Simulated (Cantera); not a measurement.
Charge: 1 mol SiC, a varied amount of CO2, 160 mol H2, held at 2273 K and 1.00 bar.

Points: n(CO2) (mol) = 0.59, 0.67, 0.75, 0.85, 0.96, 1.1, 1.2, 1.4, 1.5, 1.7, 2, 2.2, 2.5.

Cantera's Mixture.equilibrate('TP', solver="vcs", rtol=1e-11, max_steps=5000) on the NASA tables stopped like this:

```
163.2 mol
   x: H2 9.759e-01  CO 1.124e-02  H 8.298e-03  SiO 3.468e-03  Si 4.246e-04  SiH2 2.352e-04  C2H2,acetylene 1.933e-04  SiH 1.618e-04
   condensed (mol): SiC(b) 0.2875
T = 2273 K  P = 100000 Pa  n(CO2) = 1.4 mol  gas = 163.6 mol
   x: H2 9.735e-01  CO 1.305e-02  H 8.288e-03  SiO 4.066e-03  Si 4.267e-04  SiH2 2.357e-04  C2H2,acetylene 1.910e-04  SiH 1.624e-04
   condensed (mol): SiC(b) 0.1873
T = 2273 K  P = 100000 Pa  n(CO2) = 1.5 mol  gas = 163.8 mol
   x: H2 9.723e-01  CO 1.395e-02  H 8.283e-03  SiO 4.364e-03  Si 4.275e-04  SiH2 2.359e-04  C2H2,acetylene 1.900e-04  SiH 1.626e-04
   condensed (mol): SiC(b) 0.1373
ERROR: FAILURE its = 5001!

*******************************************************************************
CanteraError thrown by MultiPhase::equilibrate:
VCS solver failed. Return code: -1
*******************************************************************************
```

**Question.** What got this run through?

**Answer.** One answer among several that fit: The failure is numerical, not chemical. The same input converged with solver="gibbs", rtol=1e-10, max_steps=50000, and the result passed a check of the equilibrium conditions:
```
T = 2273 K  P = 100000 Pa  n(CO2) = 0.59 mol  gas = 161.9 mol
   x: H2 9.833e-01  H 8.330e-03  CO 5.646e-03  SiO 1.640e-03  Si 4.120e-04  SiH2 2.299e-04  C2H2,acetylene 2.069e-04  SiH 1.575e-04
   condensed (mol): SiC(b) 0.5928
T = 2273 K  P = 100000 Pa  n(CO2) = 0.67 mol  gas = 162.1 mol
   x: H2 9.823e-01  H 8.326e-03  CO 6.387e-03  SiO 1.879e-03  Si 4.146e-04  SiH2 2.311e-04  C2H2,acetylene 2.041e-04  SiH 1.585e-04
   condensed (mol): SiC(b) 0.5528
T = 2273 K  P = 100000 Pa  n(CO2) = 0.75 mol  gas = 162.3 mol
   x: H2 9.813e-01  H 8.322e-03  CO 7.125e-03  SiO 2.118e-03  Si 4.169e-04  SiH2 2.321e-04  C2H2,acetylene 2.017e-04  SiH 1.593e-04
   condensed (mol): SiC(b) 0.5127
T = 2273 K  P = 100000 Pa  n(CO2) = 0.85 mol  gas = 162.5 mol
   x: H2 9.801e-01  H 8.316e-03  CO 8.045e-03  SiO 2.418e-03  Si 4.192e-04  SiH2 2.331e-04  C2H2,acetylene 1.992e-04  SiH 1.600e-04
   condensed (mol): SiC(b) 0.4627
T = 2273 K  P = 100000 Pa  n(CO2) = 0.96 mol  gas = 162.7 mol
   x: H2 9.788e-01  CO 9.053e-03  H 8.311e-03  SiO 2.748e-03  Si 4.212e-04  SiH2 2.340e-04  C2H2,acetylene 1.970e-04  SiH 1.607e-04
   condensed (mol): SiC(b) 0.4076
T = 2273 K  P = 100000 Pa  n(CO2) = 1.1 mol  gas = 163 mol
   x: H2 9.771e-01  CO 1.033e-02  H 8.304e-03  SiO 3.168e-03  Si 4.234e-04  SiH2 2.347e-04  C2H2,acetylene 1.947e-04  SiH 1.614e-04
   condensed (mol): SiC(b) 0.3375
T = 2273 K  P = 100000 Pa  n(CO2) = 1.2 mol  gas = 163.2 mol
   x: H2 9.759e-01  CO 1.124e-02  H 8.298e-03  SiO 3.468e-03  Si 4.246e-04  SiH2 2.352e-04  C2H2,acetylene 1.933e-04  SiH 1.618e-04
   condensed (mol): SiC(b) 0.2875
T = 2273 K  P = 100000 Pa  n(CO2) = 1.4 mol  gas = 163.6 mol
   x: H2 9.735e-01  CO 1.305e-02  H 8.288e-03  SiO 4.066e-03  Si 4.267e-04  SiH2 2.357e-04  C2H2,acetylene 1.910e-04  SiH 1.624e-04
   condensed (mol): SiC(b) 0.1873
T = 2273 K  P = 100000 Pa  n(CO2) = 1.5 mol  gas = 163.8 mol
   x: H2 9.723e-01  CO 1.395e-02  H 8.283e-03  SiO 4.364e-03  Si 4.275e-04  SiH2 2.359e-04  C2H2,acetylene 1.900e-04  SiH 1.626e-04
   condensed (mol): SiC(b) 0.1373
T = 2273 K  P = 100000 Pa  n(CO2) = 1.7 mol  gas = 164.2 mol
   x: H2 9.699e-01  CO 1.575e-02  H 8.273e-03  SiO 4.959e-03  Si 4.290e-04  SiH2 2.361e-04  C2H2,acetylene 1.883e-04  SiH 1.629e-04
   condensed (mol): SiC(b) 0.03715
T = 2273 K  P = 100000 Pa  n(CO2) = 2 mol  gas = 164.7 mol
   x: H2 9.674e-01  CO 1.821e-02  H 8.262e-03  SiO 6.019e-03
   condensed (mol): none
T = 2273 K  P = 100000 Pa  n(CO2) = 2.2 mol  gas = 164.9 mol
   x: H2 9.651e-01  CO 1.940e-02  H 8.252e-03  SiO 6.062e-03  H2O 1.210e-03
   condensed (mol): none
T = 2273 K  P = 100000 Pa  n(CO2) = 2.5 mol  gas = 165.2 mol
   x: H2 9.615e-01  CO 2.118e-02  H 8.237e-03  SiO 6.053e-03  H2O 3.012e-03
   condensed (mol): none
```

The gas is ideal and each condensed phase is pure. Gases not in the tables: Si2H6 and higher silanes.
